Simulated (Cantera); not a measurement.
Cantera run, input and output.

```python
import numpy as np
import cantera as ct

gas = ct.Solution("gri30.yaml")
gas.TPX = 1923, 2500, {'CH4': 1, 'N2': 57}
reactor = ct.IdealGasConstPressureReactor(gas, energy="off", clone=False)
net = ct.ReactorNet([reactor])
net.rtol, net.atol = 1e-08, 1e-18
show = ['CH4', 'C2H2', 'C2H4', 'C2H', 'H2', 'C2H6', 'CH2']
times = np.geomspace(3e-06, 20, 10)

steps = ct.SolutionArray(gas, extra=["t"])
rows = []
print(f"{'t/s':>10s}{'T/K':>9s}{'P/Pa':>11s}" + "".join(f"{s:>11s}" for s in show))
for t in times:
    while net.time < t:
        t_next = net.step()
        steps.append(gas.state, t=t_next)
    rows.append([np.interp(t, steps.t, y) for y in (steps.T, steps.P, *steps(*show).X.T)])
    print(f"{t:10.3e}{rows[-1][0]:9.1f}{rows[-1][1]:11.4g}" + "".join(f"{x:11.3e}" for x in rows[-1][2:]))
rate = np.gradient(steps.T, steps.t)
print("integrator steps:", len(steps.t))
if steps.T.max() > steps.T[0] + 200:
    print(f"time of steepest temperature rise: {steps.t[rate.argmax()]:.4e} s")
gas.TPX = 1923, 2500, {'CH4': 1, 'N2': 57}
gas.equilibrate("TP")
print(f"equilibrium (TP): T = {gas.T:.1f} K  " + "  ".join(f"{s} {gas[s].X[0]:.3e}" for s in show))
```

It prints:

```
       t/s      T/K       P/Pa        CH4       C2H2       C2H4        C2H         H2       C2H6        CH2
 3.000e-06   1923.0       2500  1.724e-02  7.918e-19  5.252e-15  8.846e-27  8.420e-09  5.575e-16  5.287e-14
 1.719e-05   1923.0       2500  1.724e-02  8.904e-16  1.086e-12  2.281e-22  2.490e-07  1.219e-13  8.117e-12
 9.852e-05   1923.0       2500  1.723e-02  2.170e-12  5.137e-10  8.608e-18  5.054e-06  3.479e-11  1.079e-09
 5.646e-04   1923.0       2500  1.715e-02  5.659e-09  2.084e-07  1.648e-13  4.543e-05  5.190e-09  4.510e-08
 3.236e-03   1923.0       2500  1.660e-02  7.116e-06  4.006e-05  1.256e-09  3.680e-04  2.364e-07  8.786e-07
 1.854e-02   1923.0       2500  8.846e-03  2.782e-03  7.431e-04  4.178e-07  1.040e-02  1.295e-06  6.224e-06
 1.063e-01   1923.0       2500  7.363e-04  7.992e-03  1.089e-05  1.390e-06  2.400e-02  2.678e-08  2.291e-06
 6.090e-01   1923.0       2500  2.021e-05  8.396e-03  8.000e-08  2.472e-06  2.512e-02  5.570e-11  2.082e-07
 3.490e+00   1923.0       2500  1.183e-07  8.397e-03  5.590e-08  3.851e-06  2.501e-02  9.127e-15  3.029e-09
 2.000e+01   1923.0       2500  2.851e-08  8.395e-03  5.485e-08  4.537e-06  2.494e-02  5.551e-15  1.009e-09
integrator steps: 1383
equilibrium (TP): T = 1923.0 K  CH4 5.901e-08  C2H2 5.938e-04  C2H4 3.880e-09  C2H 3.209e-07  H2 2.494e-02  C2H6 1.714e-15  CH2 2.089e-09
```

Computed with Cantera and GRI-Mech 3.0 (53 species, 325 reactions). GRI-Mech 3.0 stops at C3 and has no aromatics, soot or wall deposition, so with more carbon than oxygen in the feed, carbon stays in small species such as C2H2 where larger ones or solid carbon would form. Radical loss at walls, strong at low pressure, is not modelled.
